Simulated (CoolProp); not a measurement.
R404A along the isotherm 226.85 °C: Z from the reference equation and from simpler models built on Tc = 72.1 °C, pc = 3.735 MPa, ω = 0.293; each cubic takes its own stable root.

Values from CoolProp's reference Helmholtz-energy equation of state, Lemmon 2003. It is a pseudo-pure fit of the blend.

```csv
p (MPa),phase,reference
4.67,supercritical,0.8936
9.34,supercritical,0.8186
14,supercritical,0.7973
18.7,supercritical,0.8259
23.3,supercritical,0.8821
28,supercritical,0.9532
32.7,supercritical,1.031
37.3,supercritical,1.110
```

Problem. How far does each simpler model (van der Waals, Soave-Redlich-Kwong, Peng-Robinson) lie from the reference over these 8 states: mean and median of the absolute difference, and the worst?

Solution. 
- van der Waals: mean 10.6 %, median 10.0 %, worst +19.8 % at 226.85 °C and 37.3 MPa
- Soave-Redlich-Kwong: mean 9.8 %, median 10.9 %, worst +12.4 % at 226.85 °C and 18.7 MPa
- Peng-Robinson: mean 3.1 %, median 3.0 %, worst +5.4 % at 226.85 °C and 18.7 MPa
